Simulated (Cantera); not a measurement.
Transport properties of process gases

Gas mixture: H₂O = 0.49 (molar parts), at 0.338 Torr, frozen composition.

Cantera's kinetic-theory transport with the Lennard-Jones parameters of GRI-Mech 3.0, ideal gas; thermal conductivity in the mixture-averaged form. Polar gases are described roughly by these parameters.

```
T (K)  ρ (kg/m³)  cp (J/kg/K)  μ (µPa s)  λ (mW/m/K)     Pr  D (cm²/s) CH₃  D (cm²/s) H₂  D (cm²/s) NO
-----  ---------  -----------  ---------  ----------  -----  -------------  ------------  ------------
400     0.000244         1902       14.0        37.0  0.718            923          3270           880
600     0.000163         2016       21.5        60.4  0.718           1980          6720          1870
800     0.000122         2150       29.0        87.3  0.714           3330         11100          3130
1000     9.75e-5         2292       36.2         117  0.712           4930         16200          4630
1200     8.13e-5         2436       43.3         148  0.714           6770         22000          6340
1400     6.96e-5         2565       50.0         179  0.716           8820         28500          8250
1600     6.09e-5         2681       56.4         211  0.718          11100         35600         10300
1800     5.42e-5         2784       62.6         242  0.719          13500         43300         12600
```
D: mixture-averaged diffusion coefficient of that species in the mixture.
